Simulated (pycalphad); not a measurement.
Computed with pycalphad from the COST 507 light-alloy database (1999), at 1 atm. The data set is of 1999 and partly superseded. Phase fractions are per mole of atoms.

Task: Give the equilibrium state of Si-63.32Sn (wt.%) at 600 K.

Result: DIAMOND_A4, fraction 0.710, with <0.01 Sn wt.%; LIQUID, fraction 0.290, with >99.99 Sn wt.%.

Task: Give the equilibrium state of Si-63.32Sn (wt.%) at 500 K.

Result: DIAMOND_A4, fraction 0.710, with <0.01 Sn wt.%; BCT_A5, fraction 0.290, with 100 Sn wt.%.

DIAMOND_A4 is diamond (Si); BCT_A5 is bct (Sn).
